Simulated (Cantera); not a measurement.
Standard-state values (1 bar) from the NASA 1993 polynomials, evaluated with Cantera. Values are per mole of reaction as written; species without (g) are pure solids or liquids, kept so even where they would boil at 1 bar.

Task: Between 623 and 1423 K, where is each reaction favourable under standard conditions?
- 3 C + 2 SO₃(g) = S₂(g) + 3 CO₂(g)

Result: 
- 3 C + 2 SO₃(g) = S₂(g) + 3 CO₂(g): ΔG° is -473 kJ at 623 K and -741 kJ at 1423 K; it stays negative (K > 1). ΔH° is -272 kJ and ΔS° 330 J/K at 1423 K.
